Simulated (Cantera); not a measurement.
Input: 1 mol SiHCl₃, 0.022 mol HCl, 480 mol H₂, at 1573.15 K and 1.00 bar.

Method: chemical equilibrium by Gibbs-energy minimisation in Cantera with the NASA 1993 tables (ideal gas, pure condensed phases). Candidate condensed phases: Si; 19 gas species. Kinetics and transport are ignored.

Base state: H₂ 0.994, HCl 0.00601, SiCl₂ 0.000123, H 4.06e-5 (mole fractions); condensed: Si(s).

Q: What changes in the equilibrium state with this change: H₂ from 480 to 130 mol?

A: 
| species | before | after |
|---|---|---|
| H₂ | 0.994 | 0.979 |
| HCl | 0.00601 | 0.0199 |
| SiCl₂ | 0.000123 | 0.00137 |
| SiCl₃ | 1.18e-6 | 4.37e-5 |
| SiHCl₃ | 6.53e-7 | 2.40e-5 |
| Si(s), mol | 0.935 | 0.805 |
The tables' values for SiCl₃ are old estimates; treat these amounts as uncertain.
